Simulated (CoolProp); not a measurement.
Vapour-liquid equilibrium of R1234yf (1) + R134a (2) at 7.86 kPa; x and y are mole fractions of (1).

Model: multi-fluid Helmholtz-energy mixture model, Lemmon 2022 and Tillner-Roth 1994; pair parameters Bell 2022, in CoolProp.

| x | bubble temperature (K) | y at the bubble point | dew temperature at overall composition x (K) | liquid density (mol/L) |
|---|---|---|---|---|
| 0.05 | 202.3 | 0.095 | 202.6 | 14.57 |
| 0.15 | 201.2 | 0.246 | 201.9 | 14.28 |
| 0.25 | 200.4 | 0.364 | 201.2 | 13.99 |
| 0.35 | 199.7 | 0.461 | 200.5 | 13.71 |
| 0.45 | 199.2 | 0.546 | 199.8 | 13.44 |
| 0.55 | 198.9 | 0.625 | 199.2 | 13.18 |
| 0.65 | 198.6 | 0.701 | 198.8 | 12.93 |
| 0.75 | 198.3 | 0.778 | 198.4 | 12.69 |
| 0.85 | 198.2 | 0.860 | 198.2 | 12.46 |
| 0.95 | 198.1 | 0.950 | 198.1 | 12.24 |

No azeotrope shows between x = 0.05 and 0.95.

The pair parameters rest on a limited set of measurements; away from them the model extrapolates.
